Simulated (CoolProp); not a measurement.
Computed with CoolProp (reference Helmholtz-energy equation of state, Lemmon 2006). It is a short technical equation, of lower accuracy than the large ones.

Question: Give the vapour pressure (kPa), liquid density (kg/m³), enthalpy of vaporisation (kJ/kg), liquid cp (kJ/(kg K)) of saturated CH3F (R41) at 258.4 K.

Answer: 
```tsv
T (K)	p (kPa)	liquid density (kg/m³)	enthalpy of vaporisation (kJ/kg)	liquid cp (kJ/(kg K))
258.4	1340	726	373	2.40
```
